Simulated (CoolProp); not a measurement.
Vapour-liquid equilibrium of CHF3 (R23) (1) + isobutane (2) at 255.5 K; x and y are mole fractions of (1).

The numbers come from the multi-fluid Helmholtz-energy mixture model, Penoncello 2003 and Bücker 2006; pair parameters Bell 2016 in CoolProp.

**Question.** Give the bubble pressure and the first vapour's composition at x = 0.05, 0.25, 0.55. Is there an azeotrope?

**Answer.** x = 0.05: 0.3195 MPa, y = 0.742; x = 0.25: 0.9444 MPa, y = 0.909; x = 0.55: 1.202 MPa, y = 0.931. No azeotrope shows between x = 0.05 and 0.95.

The pair parameters rest on a limited set of measurements; away from them the model extrapolates. With so large a gap from Raoult's law the liquid may split in two, which this calculation doesn't test in full.
